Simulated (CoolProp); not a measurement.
A single-stage vapour-compression cycle with the fluid: evaporating at 314.15 K (dew point), condensing at 347.15 K (bubble point), superheat 0 K, subcooling 5 K, compressor efficiency 0.7, no pressure losses. The same conditions are run with several fluids, on thermodynamics alone (safety and materials aside).

The numbers come from the reference Helmholtz-energy equation of state of each fluid (hexamethyldisiloxane (MM): Thol 2016; R114: Platzer 1990; chloromethane (R40): Thol 2014; R22: Kamei 1995; carbonyl sulfide: Lemmon 2006; R123: Younglove 1994) in CoolProp. The equations of Platzer and Polt are older, rougher fits.

Rank hexamethyldisiloxane (MM), R114, chloromethane (R40), R22, carbonyl sulfide, R123 by cooling COP, highest first.

R123 (6.01), chloromethane (R40) (5.87), hexamethyldisiloxane (MM) (5.81), R114 (5.67), carbonyl sulfide (5.33), R22 (5.16)

| fluid | pressure ratio | discharge temperature (K) | refrigerating effect (kJ/kg) | volumetric capacity (kJ/m³) |
|---|---|---|---|---|
| hexamethyldisiloxane (MM) | 3.66 | 347.1 | 166 | 125 |
| R114 | 2.33 | 347.1 | 92.2 | 2330 |
| chloromethane (R40) | 2.17 | 381.2 | 305 | 6170 |
| R22 | 2.07 | 366.1 | 125 | 8530 |
| carbonyl sulfide | 1.96 | 375.7 | 182 | 9980 |
| R123 | 2.63 | 351.0 | 135 | 1340 |

The compression ends wet for: hexamethyldisiloxane (MM); R114.
